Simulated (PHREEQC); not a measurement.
A PHREEQC input (ion-association model, phreeqc.dat):

```
SOLUTION 1
  temp 25
  units mg/L
  pH 6.54
  pe 2.5
  Na 0.0378
  K 0.0473
  Ca 0.212
  Mg 0.00962
  Cl 0.105
  S(6) 0.0791 as SO4
  Alkalinity 0.594 as HCO3
  Sr 0.000373
END
USE solution 5
EQUILIBRIUM_PHASES 1
  Quartz 0 0.5
  CO2(g) -2 10
END
```

It stops with these messages:

```
ERROR: Solution 5 not found.
```

The fault: USE names a solution that was never defined. The line should read `USE solution 1` where the input has `USE solution 5`. With the mend the run ends at pH 5.08 and ionic strength 2.92e-5 mol/kgw.
